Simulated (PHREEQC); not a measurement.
3 g of hydrous ferric oxide (600 m²/g; 0.2 weak and 0.005 strong sites per Fe, Dzombak-Morel constants, diffuse double layer) in 1 kg of water with 0.001 mol/kgw of an inert sodium salt and 5.2e-05 mol/kgw NiCl2, at 25 °C; the pH is set by adding NaOH or the inert anion's acid. Oxygen alone is held at its pressure in air (log pO2 = -0.68). No CO2 enters from the air. Precipitation was switched off in this run.

Model: ion-association model, wateq4f.dat, run in PHREEQC.

```json
[
 {"pH": "4", "Ni sorbed (%)": "0.1", "surface charge σ (C/m²)": "0.153", "surface potential ψ (mV)": "201"},
 {"pH": "4.5", "Ni sorbed (%)": "0.5", "surface charge σ (C/m²)": "0.099", "surface potential ψ (mV)": "?"},
 {"pH": "5", "Ni sorbed (%)": "3.7", "surface charge σ (C/m²)": "0.062", "surface potential ψ (mV)": "166"},
 {"pH": "5.5", "Ni sorbed (%)": "?", "surface charge σ (C/m²)": "0.037", "surface potential ψ (mV)": "144"},
 {"pH": "6", "Ni sorbed (%)": "68.1", "surface charge σ (C/m²)": "0.021", "surface potential ψ (mV)": "119"},
 {"pH": "6.5", "Ni sorbed (%)": "94.6", "surface charge σ (C/m²)": "0.012", "surface potential ψ (mV)": "93"},
 {"pH": "7", "Ni sorbed (%)": "?", "surface charge σ (C/m²)": "0.006", "surface potential ψ (mV)": "65"},
 {"pH": "7.5", "Ni sorbed (%)": "?", "surface charge σ (C/m²)": "0.003", "surface potential ψ (mV)": "36"},
 {"pH": "8", "Ni sorbed (%)": "100.0", "surface charge σ (C/m²)": "0.001", "surface potential ψ (mV)": "7"},
 {"pH": "8.5", "Ni sorbed (%)": "100.0", "surface charge σ (C/m²)": "?", "surface potential ψ (mV)": "?"},
 {"pH": "9", "Ni sorbed (%)": "100.0", "surface charge σ (C/m²)": "-0.005", "surface potential ψ (mV)": "-50"},
 {"pH": "9.5", "Ni sorbed (%)": "100.0", "surface charge σ (C/m²)": "-0.009", "surface potential ψ (mV)": "-79"},
 {"pH": "10", "Ni sorbed (%)": "100.0", "surface charge σ (C/m²)": "-0.017", "surface potential ψ (mV)": "-106"}
]
```

**Question.** What belongs in the gaps?

**Answer.** 
- 4.5, surface potential ψ (mV): 185
- 5.5, Ni sorbed (%): 22.5
- 7, Ni sorbed (%): 99.4
- 7.5, Ni sorbed (%): 99.9
- 8.5, surface charge σ (C/m²): -0.002
- 8.5, surface potential ψ (mV): -22

Species that the database lacks are ignored.
